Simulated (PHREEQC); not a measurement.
A solution holds 0.0021 mol ZnSO4 and 0.0495 mol Na2SO4 per kg of water, at 25 °C. Closed to the air; pH follows from the charge balance.

Computed with PHREEQC (ion-association model, wateq4f.dat).

Precipitation was switched off in this run.

Question: What pH, ionic strength does the model give?

Answer: pH 6.42; ionic strength 0.138 mol/kgw.

Question: In which forms is Zn present?

Answer: ZnSO4 46 %, Zn+2 38 %, Zn(SO4)2-2 16 % of the Zn.

Species that the database lacks are ignored.
